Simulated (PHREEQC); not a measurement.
Consider water at 25 °C with 0.0053 mol HF, 0.013 mol NH4HF2 and 0.27 mol HCl per kg of water. Closed to the air; pH follows from the charge balance.

All values are PHREEQC results (ion-association model, wateq4f.dat), not measurements.

```
quantity                    before    after
------------------------  --------  -------
pH                            0.69     0.73
ionic strength (mol/kgw)     0.270    0.283
HF (mol/kgw)                0.0271  0.00526
H2F2 (mol/kgw)             0.00203  7.69e-5
F- (mol/kgw)              0.000139  2.93e-5
HF2- (mol/kgw)             1.54e-5  6.32e-7
```

### Question
Name the change that produced these shifts.
A. temperature from 25 to 55 °C
B. 0.013 mol/kgw Na2SiO3 added
C. temperature from 25 to 10 °C
D. HCl replaced by (CH3)4NCl at the same molality
E. HF from 0.0053 to 0.0106 mol/kgw

### Answer
B, 0.013 mol/kgw Na2SiO3 added

This is a speciation only: nothing precipitates in the calculation. Some of these states are supersaturated (in SiO2(a), Quartz (slow to form), for instance). SiF6-2 is the database's only silicon fluoride.
